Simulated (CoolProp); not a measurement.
The numbers come from the reference Helmholtz-energy equation of state, Lemmon 2009 in CoolProp.

Question: Give the vapour pressure (kPa), vapour density (kg/m³), liquid conductivity (mW/(m K)) of saturated propane at 178.2, 224.4 K.

Answer: 
| T (K) | p (kPa) | vapour density (kg/m³) | liquid conductivity (mW/(m K)) |
|---|---|---|---|
| 178.2 | 4.40 | 0.131 | 162 |
| 224.4 | 74.9 | 1.82 | 133 |

Thermal conductivity comes from a separate model (Marsh 2002).
